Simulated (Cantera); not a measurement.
**Equilibrium for silicon epitaxy and polysilicon growth: SiCl4 + H2**

Input: 1 mol SiCl4, 73 mol H2, at 5.48 Torr.

Cantera equilibrium calculation (NASA polynomials, part measured and part estimated; ideal gas, pure solids and liquids). Candidate condensed phases: Si; 19 gas species. The tables' values for SiCl3, SiCl are old estimates; treat these amounts as uncertain. Gases not in the tables: Si2H6 and higher silanes. The numbers say what is thermodynamically allowed, not how fast it happens.

From 975 °C to 1375 °C the condensed part is Si(s). From 1425 °C to 1475 °C the condensed part is Si(l). The main Si-bearing gas is SiCl2 throughout. The share of Si in condensed phases is highest at 975 °C (60.6 %) and lowest at 1425 °C (51.8 %).

```
T (°C)   x H2   x HCl  x SiCl2       x H  n Si(s)  n Si(l)
------  -----  ------  -------  --------  -------  -------
975     0.953  0.0421  0.00468   5.33e-6    0.606        0
1025    0.952  0.0423  0.00500   1.22e-5    0.601        0
1075    0.952  0.0422  0.00525   2.64e-5    0.591        0
1125    0.952  0.0420  0.00546   5.40e-5    0.581        0
1175    0.952  0.0418  0.00564  0.000105    0.570        0
1225    0.952  0.0415  0.00581  0.000196    0.560        0
1275    0.952  0.0413  0.00595  0.000352    0.549        0
1325    0.952  0.0410  0.00608  0.000608    0.539        0
1375    0.952  0.0408  0.00620   0.00102    0.527        0
1425    0.951  0.0406  0.00624   0.00165        0    0.518
1475    0.950  0.0412  0.00594   0.00261        0    0.528
```
x: gas mole fraction; n: condensed amount in mol.
